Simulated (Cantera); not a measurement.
Feed: 1 mol Fe₂O₃, a varied amount of CO, equilibrated at 200000 Pa.

These are equilibrium values from Cantera (NASA tables, ideal gas, pure condensed phases), not measurements of a reactor. Candidate condensed phases: C, Fe, Fe(CO)₅, FeO, Fe₂O₃, Fe₃O₄; 15 gas species. Each liquid is taken as pure. Mutual solubility and eutectic melting of coexisting phases are not modelled. The tables' stoichiometric FeO is somewhat more stable than real wüstite, so its field is too wide. FeO: taken at fixed stoichiometry. Condensed phases not in the tables: cementite and carbon dissolved in iron. The numbers say what is thermodynamically allowed, not how fast it happens.

Stable condensed phases, one row left out:

```
T in K \ n(CO) in mol
         1.9   3 4.1 5.3 6.4 7.5 8.6 9.8  11  12  13  14
   2200    A   A   A   A   A   A   A   A   A   A   B   B
   1900    A   A   A   A   A   A   A   A   B   B   B   B
   1750    A   A   A   A   A   A   A   B   B   B   B   B
   1600    A   A   A   A   A   A   B   B   B   B   B   B
   1450    A   A   A   A   A   B   B   B   B   B   B   B
   1300    A   A   A   A   B   B   B   B   B   B   B   B
   1150    A   A   A   A   B   B   B   B   B   B   B   B
   1000    A   C   C   C   C   C   C   C   C   C   C   C
```

A: FeO; B: Fe + FeO; C: C + FeO.

Question: Give the row for 2050 K.

Answer: 1.9: FeO; 3: FeO; 4.1: FeO; 5.3: FeO; 6.4: FeO; 7.5: FeO; 8.6: FeO; 9.8: FeO; 11: FeO; 12: Fe + FeO; 13: Fe + FeO; 14: Fe + FeO.
